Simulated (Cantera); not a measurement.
A closed system holds: 1 mol SiH₂Cl₂, 0.066 mol Cl₂, 26 mol N₂, held at 2.40 Torr.

Cantera equilibrium calculation (NASA polynomials, part measured and part estimated; ideal gas, pure solids and liquids). Candidate condensed phases: NH₄Cl, Si, Si₃N₄; 28 gas species. N₂ is the only nitrogen source here; it is nearly inert below about 1500 K, so the nitride shown seldom forms there in practice. The tables' values for SiCl₃ are old estimates; treat these amounts as uncertain. Kinetics and transport are ignored. All values below are at 1125 K.

Base state: N₂ 0.930, HCl 0.0571, H₂ 0.00798, SiCl₄ 0.00502, SiCl₃ 0.000175, SiCl₂ 7.46e-5, SiHCl₃ 1.22e-5 (mole fractions); condensed: Si₃N₄(s).

Task: What changes in the equilibrium state with this change: N₂ from 26 to 110 mol?

Result: 
```csv
species,before,after
N₂,0.930,0.982
HCl,0.0571,0.0153
H₂,0.00798,0.00132
SiCl₄,0.00502,0.000906
SiHCl₃,1.22e-5,1.36e-6
SiCl₃,0.000175,4.79e-5
"Si₃N₄(s), mol",0.285,0.297
```
